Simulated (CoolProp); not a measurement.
Vapour-liquid equilibrium of R152A (1) + isobutane (2) at 19.3 bar; x and y are mole fractions of (1).

The numbers come from the multi-fluid Helmholtz-energy mixture model, Outcalt 1996 and Bücker 2006; pair parameters Bell 2016 in CoolProp.

Q: Give the bubble temperature and the first vapour's composition at x = 0.05, 0.15, 0.25. Is there an azeotrope?

A: x = 0.05: 366.3 K, y = 0.104; x = 0.15: 358.0 K, y = 0.271; x = 0.25: 352.1 K, y = 0.394. y crosses x between x = 0.75 and 0.85: the model has an azeotrope there.

Pair parameters are fitted to limited data, so mixtures are less certain than the pure fluids.
